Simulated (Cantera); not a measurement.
An isothermal, constant-pressure homogeneous reactor starts with CH₂O : O₂ : N₂ = 0.0039 : 0.021 : 1 (molar parts), equivalence ratio 0.19, at 1448 K and 1.60 bar. Integrator tolerance rtol = 1e-08.

Computed with Cantera and GRI-Mech 3.0 (53 species, 325 reactions).

### Question
What does this change do: temperature 1448 to 1325 K?

### Answer
```tsv
quantity	before	after
x(CH₂O) at 100 s	<1e-12 (gas-phase equilibrium <1e-12)	<1e-12 (gas-phase equilibrium <1e-12)
x(O₂) at 100 s	0.0167 (gas-phase equilibrium 0.0165)	0.0167 (gas-phase equilibrium 0.0166)
x(NO₂) at 100 s	2.88e-9 (gas-phase equilibrium 6.59e-7)	9.94e-10 (gas-phase equilibrium 5.08e-7)
x(CH₃) at 100 s	<1e-12 (gas-phase equilibrium <1e-12)	<1e-12 (gas-phase equilibrium <1e-12)
x(NO) at 100 s	1.28e-6 (gas-phase equilibrium 0.000295)	2.85e-7 (gas-phase equilibrium 0.000146)
x(HCN) at 100 s	<1e-12 (gas-phase equilibrium <1e-12)	<1e-12 (gas-phase equilibrium <1e-12)
```
